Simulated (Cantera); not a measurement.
Feed: 1 mol Fe(CO)5, 0.54 mol H2, 0.019 mol O2, held at 0.100 bar.

Equilibrium computed with Cantera from the NASA thermochemical tables; the gas is ideal and each condensed phase is pure. Candidate condensed phases: C, C6H6, C7H8, C8H18, Fe, Fe(CO)5, FeO, Fe(OH)2, Fe(OH)3, Fe2O3, Fe3O4, H2O; 114 gas species. Kinetics and transport are ignored.

### Question
At 1498 K, list the 5 most abundant gas species with their mole fractions, and the condensed phases.

### Answer
CO 0.897, H2 0.0960, CO2 0.00538, H2O 0.00148, H 1.68e-5. Condensed: Fe(γ).
